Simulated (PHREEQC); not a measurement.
Dissolve 0.002 mol PbCl2, 0.12 mol NaCl and 0.01 mol Cu(NO3)2 per kg of water at 95 °C. Closed to the air; pH follows from the charge balance.

Model: ion-association model, wateq4f.dat, run in PHREEQC.

Q: The ionic strength comes out as 0.140 mol/kgw. What activity coefficients do CuCl+, PbCl4-2, Cl-, Na+, PbNO3+ get?

A: CuCl+ 0.71, PbCl4-2 0.28, Cl- 0.71, Na+ 0.73, PbNO3+ 0.73.

No solid was allowed to form. Saturation is exceeded, for instance for Atacamite, Tenorite (slow to form); the values hold only as long as no solid forms. Away from 25 °C the constants follow the database's enthalpies or fits; those with neither stay at their 25 °C values.
